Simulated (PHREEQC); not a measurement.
A column of 0.1 m (30 cells, dispersivity 0.008 m, 300 s a shift, diffusion coefficient 3e-10 m²/s) holds 0.0016 eq of the database's cation exchanger X per kg of pore water, first in equilibrium with 0.0017 mol BaCl2, 0.0009 mol ZnCl2 and 1e-05 mol HCl per kg of water. It is flushed with 1.4 mmol/kgw MnCl2 and 0.01 mmol/kgw HCl, at 15 °C. Values are for the last cell. CO2 from the air is kept out. Precipitation was switched off in this run.

The series has 31 steps of pore volumes, from 0 to 4.017.

The numbers come from PHREEQC with the ion-association model, phreeqc.dat.

Q: After how many pore volumes does Mn at the outlet first reach half of its feed value?

A: By 1.4 pore volumes.
